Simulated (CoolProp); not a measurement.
Computed with CoolProp (reference Helmholtz-energy equation of state, Marx 1992).

Question: Give the vapour pressure (kPa), liquid density (kg/m³), vapour density (kg/m³), enthalpy of vaporisation (kJ/kg) of saturated R113 at 111.45 °C.

Answer: 
| T (°C) | p (kPa) | liquid density (kg/m³) | vapour density (kg/m³) | enthalpy of vaporisation (kJ/kg) |
|---|---|---|---|---|
| 111.45 | 566 | 1330 | 38.6 | 121 |
